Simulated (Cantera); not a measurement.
A freely propagating, adiabatic, planar premixed flame of 11.6 % CH₃OH, 21.5 % O₂, 66.8 % N₂, equivalence ratio 0.81, unburnt at 698 K and 101000 Pa; mixture-averaged transport, grid criteria slope 0.08 and curve 0.16, no radiation.

Cantera simulation using GRI-Mech 3.0 (53 species, 325 reactions); the numbers are that mechanism's predictions, not measurements. GRI-Mech 3.0 was tuned for natural gas; its chemistry of methanol as a main component is partial and can be far from experiment. Burning velocities carry a grid error of a few per cent, more on coarse grids.

Question: Predict: laminar burning velocity; thermal thickness; peak x(C₂H₄); peak x(H₂O₂).

Answer: 
```
Quantity                     Value
------------------------  --------
laminar burning velocity  177 cm/s
thermal thickness         0.239 mm
peak x(C₂H₄)               6.36e-7
peak x(H₂O₂)               0.00139
```
